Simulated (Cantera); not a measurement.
Input (Python, Cantera):

```python
import numpy as np
import cantera as ct

surf = ct.Interface("ptcombust.yaml", "Pt_surf")
gas = surf.adjacent["gas"]
gas.TPX = 800, 220000, {'CO': 0.011, 'O2': 0.18, 'N2': 0.79}
surf.TP = 800, 220000
reactor = ct.FlowReactor(gas, clone=False)
reactor.area = 0.0001  # m2
reactor.surface_area_to_volume_ratio = 120  # 1/m
reactor.mass_flow_rate = 0.51 * reactor.area * gas.density  # inlet velocity 0.51 m/s
reactor.energy_enabled = False
wall = ct.ReactorSurface(surf, reactor, clone=False)
net = ct.ReactorNet([reactor])
net.rtol, net.atol = 1e-8, 1e-16
show, cover = ['CO', 'O2', 'H2O', 'CO2'], ['PT(S)', 'H(S)', 'O(S)', 'OH(S)', 'CO(S)', 'C(S)']

rows = []
print(f"{'z/m':>9s}{'u/(m/s)':>9s}" + "".join(f"{s:>13s}" for s in show + cover))
for z in [0.00029, 0.00057, 0.0011, 0.0021, 0.0041, 0.0079, 0.015, 0.029]:
    net.advance(z)
    rows.append([reactor.speed, *gas[show].X, *surf[cover].coverages])
    print(f"{z:9.4g}{rows[-1][0]:9.3g}" + "".join(f"{x:13.4e}" for x in rows[-1][1:]))
```

It prints:

```
      z/m  u/(m/s)           CO           O2          H2O          CO2        PT(S)         H(S)         O(S)        OH(S)        CO(S)         C(S)
  0.00029     0.51   9.2616e-03   1.8269e-01  -8.4348e-29   1.9624e-03   5.4618e-02   4.4585e-24   9.3713e-01  -8.6947e-19   8.2475e-03   1.5859e-15
  0.00057    0.509   8.7862e-03   1.8249e-01   8.2568e-30   2.4405e-03   4.6667e-02   1.8420e-24   9.4768e-01   8.0851e-19   5.6512e-03   9.1809e-16
   0.0011    0.509   8.1606e-03   1.8223e-01   5.2099e-29   3.0696e-03   4.0340e-02   4.9099e-25   9.5577e-01   3.3888e-19   3.8904e-03   5.4172e-16
   0.0021    0.509   7.3458e-03   1.8190e-01   5.3488e-29   3.8890e-03   3.5157e-02  -5.9015e-22   9.6220e-01   8.9328e-18   2.6428e-03   3.1858e-16
   0.0041    0.509   6.2583e-03   1.8145e-01   7.7851e-29   4.9827e-03   3.0707e-02   4.3679e-24   9.6758e-01   1.1366e-18   1.7086e-03   1.7889e-16
   0.0079    0.508   4.9448e-03   1.8091e-01  -3.1223e-30   6.3036e-03   2.7152e-02  -1.5953e-26   9.7180e-01  -4.5596e-21   1.0511e-03   9.6890e-17
    0.015    0.508   3.4826e-03   1.8031e-01   6.0472e-29   7.7741e-03   2.4403e-02  -1.1527e-25   9.7500e-01  -3.9613e-20   5.9610e-04   4.9222e-17
    0.029    0.508   1.9717e-03   1.7969e-01  -4.4295e-28   9.2935e-03   2.2317e-02   1.9581e-22   9.7740e-01   9.7576e-17   2.8160e-04   2.1213e-17
```

Computed with Cantera and Deutschmann's 1995 Pt surface mechanism with GRI-Mech 3.0 gas chemistry. Catalytic surfaces can have several steady states; this one follows from the mechanism file's or the stated starting coverage. Mass transfer to the wall is taken as infinitely fast.
